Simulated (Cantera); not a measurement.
Input: 1 mol (CH3)2SiCl2, 0.15 mol C2H2, 280 mol H2, held at 2202 °C and 75.0 Torr.

Method: chemical equilibrium by Gibbs-energy minimisation in Cantera with the NASA 1993 tables (ideal gas, pure condensed phases). Candidate condensed phases: C, C6H6, C7H8, C8H18, Si, SiC; 109 gas species. The feed counts by its element totals alone. The tables' values for SiCl are old estimates; treat these amounts as uncertain. Gases not in the tables: Si2H6 and higher silanes. Rates play no part.

Base state: H2 0.918, H 0.0682, HCl 0.00640, C2H2 (acetylene) 0.00356, Si 0.00267, Cl 0.000337, SiC2 0.000257, SiH 0.000222 (mole fractions); condensed: gas only.

### Question
What changes in the equilibrium state with this change: (CH3)2SiCl2 replaced by CH3SiCl3?

### Answer
```json
[
 {"species": "H2", "before": "0.918", "after": "0.916"},
 {"species": "H", "before": "0.0682", "after": "0.0681"},
 {"species": "HCl", "before": "0.00640", "after": "0.00963"},
 {"species": "C2H2 (acetylene)", "before": "0.00356", "after": "0.00201"},
 {"species": "Si", "before": "0.00267", "after": "0.00278"},
 {"species": "SiCl2", "before": "4.57e-6", "after": "1.08e-5"},
 {"species": "C2H", "before": "1.80e-5", "after": "1.01e-5"},
 {"species": "SiC2", "before": "0.000257", "after": "0.000151"}
]
```

### Question
What changes in the equilibrium state with this change: temperature from 2202 °C to 2327 °C?

### Answer
| species | before | after |
|---|---|---|
| H2 | 0.918 | 0.873 |
| H | 0.0682 | 0.113 |
| HCl | 0.00640 | 0.00604 |
| Si | 0.00267 | 0.00278 |
| Si2C | 6.81e-5 | 2.39e-5 |
| C2H | 1.80e-5 | 3.98e-5 |
| Cl | 0.000337 | 0.000550 |
